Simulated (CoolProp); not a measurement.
A single-stage vapour-compression cycle with R1233zd(E): evaporating at 301.15 K (dew point), condensing at 334.15 K (bubble point), superheat 0 K, subcooling 5 K, compressor efficiency 0.7, no pressure losses. Each further row changes one setting.

Values from CoolProp's reference Helmholtz-energy equation of state, Akasaka 2022.

| case | cooling COP | pressure ratio | discharge temperature (K) | refrigerating effect (kJ/kg) | volumetric capacity (kJ/m³) |
|---|---|---|---|---|---|
| as stated | 5.76 | 2.78 | 339.3 | 155 | 1240 |
| evaporating temperature 306.15 K | 7.04 | 2.34 | 338.2 | 158 | 1490 |
| condensing temperature 329.15 K | 6.95 | 2.41 | 333.9 | 161 | 1290 |
| subcooling 10 K | 5.99 | 2.78 | 339.3 | 161 | 1290 |
| superheat 10 K | 5.82 | 2.78 | 349.5 | 163 | 1250 |
| compressor efficiency 0.6 | 4.94 | 2.78 | 344.2 | 155 | 1240 |
